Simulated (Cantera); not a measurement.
Charge: 1 mol FeCl3, 1.9 mol HCl, 42 mol N2, equilibrated at 1725 K and 14.0 Pa.

Equilibrium computed with Cantera from the NASA thermochemical tables; the gas is ideal and each condensed phase is pure. Candidate condensed phases: Fe, FeCl2, FeCl3, NH4Cl; 18 gas species. Equilibrium is a limit: real reactors are often held back by kinetics, nucleation or transport.

Base state: N2 0.914, HCl 0.0402, Cl 0.0237, FeCl2 0.0214, H2 0.000426, Fe 0.000361, H 0.000324 (mole fractions); condensed: gas only.

Task: What changes in the equilibrium state with this change: pressure from 14.0 Pa to 0.330 bar?

Result: 
```
species    before     after
-------  --------  --------
N2          0.914     0.917
HCl        0.0402    0.0415
FeCl2      0.0214    0.0213
Cl         0.0237    0.0172
Cl2       1.64e-6   0.00204
Fe       0.000361     <1e-9
FeCl3     3.45e-7  0.000588
H        0.000324   1.95e-7
H2       0.000426   3.66e-7
```
